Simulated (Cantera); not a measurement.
Charge: 1 mol BN, 4.7 mol HCl, 9.8 mol N₂, equilibrated at 0.0530 bar.

Cantera equilibrium calculation (NASA polynomials, part measured and part estimated; ideal gas, pure solids and liquids). Candidate condensed phases: B, BN, NH₄Cl; 21 gas species. Gases not in the tables: BHCl₂. Rates play no part.

Q: What share of the B ends up in condensed phases as a function of T (K), at 1448, 1498, 1548, 1598, 1648, 1698, 1748, 1798, 1848, 1898?

A: 
```csv
T (K),B condensed (%),as
1448,90.7,BN(s)
1498,89.4,BN(s)
1548,88.0,BN(s)
1598,86.6,BN(s)
1648,85.1,BN(s)
1698,83.5,BN(s)
1748,81.7,BN(s)
1798,79.7,BN(s)
1848,77.2,BN(s)
1898,74.0,BN(s)
```
